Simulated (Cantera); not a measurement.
Input: 1 mol Fe, 6.6 mol NH3, 80 mol N2, at 1823.15 K and 11.0 bar.

Equilibrium computed with Cantera from the NASA thermochemical tables; the gas is ideal and each condensed phase is pure. Candidate condensed phases: Fe; 10 gas species. Equilibrium is a limit: real reactors are often held back by kinetics, nucleation or transport.

Base state: N2 0.894, H2 0.106, H 4.26e-5, NH3 1.00e-5 (mole fractions); condensed: Fe(l).

Task: What changes in the equilibrium state with this change: Fe replaced by Pb?

Result: 
```csv
species,before,after
N2,0.894,0.884
H2,0.106,0.105
Pb,0,0.0106
NH3,1.00e-5,9.80e-6
H,4.26e-5,4.24e-5
"Fe(l), mol",1.000,0
```
Further candidate phases: Pb.

Task: What changes in the equilibrium state with this change: Fe replaced by Al?

Result: 
```tsv
species	before	after
N2	0.894	0.893
H2	0.106	0.107
H	4.26e-5	4.27e-5
NH3	1.00e-5	1.01e-5
Fe(l), mol	1.000	0
AlN(s), mol	0	1.000
```
Further candidate phases: Al, AlN.
